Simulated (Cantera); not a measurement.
What does this Cantera script print?

```python
import numpy as np
import cantera as ct

gas_names = """
    H H2 H2S S SH S2 S8
""".split()
cond_names = """
    S(cr1) S(cr2) S(L)
""".split()


def load(file, names, dense=False):
    # The tables refer to 1 bar. Condensed volumes are neglected.
    table = {s.name: s for s in ct.Species.list_from_file(file)}
    out = []
    for n in names:
        d = dict(table[n].input_data)
        d["thermo"] = dict(d["thermo"], **{"reference-pressure": 1e5})
        if dense:
            d["equation-of-state"] = {"model": "constant-volume", "density": "1e6 g/cm^3"}
        out.append(ct.Species.from_dict(d))
    return out


gas = ct.Solution(thermo="ideal-gas", species=load("nasa_gas.yaml", gas_names))
cond = {s.name: ct.Solution(thermo="fixed-stoichiometry", species=[s], name=s.name)
        for s in load("nasa_condensed.yaml", cond_names, dense=True)}
atoms = {
    'S': {'S': 1},
    'H2': {'H': 2},
}
top_T = {}  # K; cautious upper limits of use, not melting points


def equilibrate(T, P, feed):
    n = {}
    for name, mol in feed.items():
        for a, k in atoms[name].items():
            n[a] = n.get(a, 0.0) + k * mol
    gas.TPX = T, P, n
    mass = sum(n.values()) * gas.mean_molecular_weight
    gas.equilibrate("TP")
    valid = [c for c in cond.values() if c.min_temp <= T <= top_T.get(c.name, c.max_temp)]
    mix = ct.Mixture([(gas, mass / gas.mean_molecular_weight)] + [(c, 0.0) for c in valid])
    mix.T, mix.P = T, P
    mix.equilibrate("TP", solver="vcs", rtol=1e-11, max_steps=5000)
    return mix


results = []
feed = {'S': 1, 'H2': 0.037}  # mol
P = 101325  # Pa
for T in [1575, 1675, 1775, 1875, 1975, 2075, 2175, 2275, 2375, 2475, 2575, 2675, 2775]:
    mix = equilibrate(T, P, feed)
    results.append((T, P, feed, dict(zip(mix.species_names, mix.species_moles))))
    x = sorted(zip(gas.X, gas.species_names), reverse=True)
    print(f"T = {T:g} K  P = {P:g} Pa  gas = {mix.phase_moles(0):.4g} mol")
    print("   x: " + "  ".join(f"{s} {v:.3e}" for v, s in x if v > 0.0001))
    print("   condensed (mol): " + ("  ".join(f"{mix.phase(i).name} {mix.phase_moles(i):.4g}"
          for i in range(1, mix.n_phases) if mix.phase_moles(i) > 1e-12) or "none"))
```

Output:

```
T = 1575 K  P = 101325 Pa  gas = 0.5241 mol
   x: S2 9.279e-01  H2S 4.934e-02  H2 1.980e-02  SH 2.915e-03
   condensed (mol): none
T = 1675 K  P = 101325 Pa  gas = 0.5259 mol
   x: S2 9.271e-01  H2S 4.233e-02  H2 2.569e-02  SH 4.653e-03  S 2.402e-04
   condensed (mol): none
T = 1775 K  P = 101325 Pa  gas = 0.5278 mol
   x: S2 9.258e-01  H2S 3.551e-02  H2 3.112e-02  SH 6.906e-03  S 5.785e-04
   condensed (mol): none
T = 1875 K  P = 101325 Pa  gas = 0.5296 mol
   x: S2 9.240e-01  H2 3.567e-02  H2S 2.930e-02  SH 9.651e-03  S 1.269e-03  H 1.230e-04
   condensed (mol): none
T = 1975 K  P = 101325 Pa  gas = 0.5314 mol
   x: S2 9.213e-01  H2 3.915e-02  H2S 2.393e-02  SH 1.283e-02  S 2.570e-03  H 2.690e-04
   condensed (mol): none
T = 2075 K  P = 101325 Pa  gas = 0.5333 mol
   x: S2 9.173e-01  H2 4.152e-02  H2S 1.941e-02  SH 1.638e-02  S 4.859e-03  H 5.392e-04
   condensed (mol): none
T = 2175 K  P = 101325 Pa  gas = 0.5354 mol
   x: S2 9.116e-01  H2 4.283e-02  SH 2.018e-02  H2S 1.569e-02  S 8.660e-03  H 1.004e-03
   condensed (mol): none
T = 2275 K  P = 101325 Pa  gas = 0.538 mol
   x: S2 9.036e-01  H2 4.319e-02  SH 2.413e-02  S 1.465e-02  H2S 1.264e-02  H 1.753e-03
   condensed (mol): none
T = 2375 K  P = 101325 Pa  gas = 0.5414 mol
   x: S2 8.925e-01  H2 4.269e-02  SH 2.808e-02  S 2.366e-02  H2S 1.015e-02  H 2.895e-03
   condensed (mol): none
T = 2475 K  P = 101325 Pa  gas = 0.546 mol
   x: S2 8.774e-01  H2 4.143e-02  S 3.667e-02  SH 3.187e-02  H2S 8.121e-03  H 4.550e-03
   condensed (mol): none
T = 2575 K  P = 101325 Pa  gas = 0.5522 mol
   x: S2 8.572e-01  S 5.474e-02  H2 3.948e-02  SH 3.531e-02  H 6.837e-03  H2S 6.450e-03
   condensed (mol): none
T = 2675 K  P = 101325 Pa  gas = 0.5605 mol
   x: S2 8.310e-01  S 7.893e-02  SH 3.820e-02  H2 3.691e-02  H 9.859e-03  H2S 5.073e-03
   condensed (mol): none
T = 2775 K  P = 101325 Pa  gas = 0.5713 mol
   x: S2 7.980e-01  S 1.102e-01  SH 4.033e-02  H2 3.383e-02  H 1.368e-02  H2S 3.935e-03
   condensed (mol): none
```

Equilibrium computed with Cantera from the NASA thermochemical tables; the gas is ideal and each condensed phase is pure.
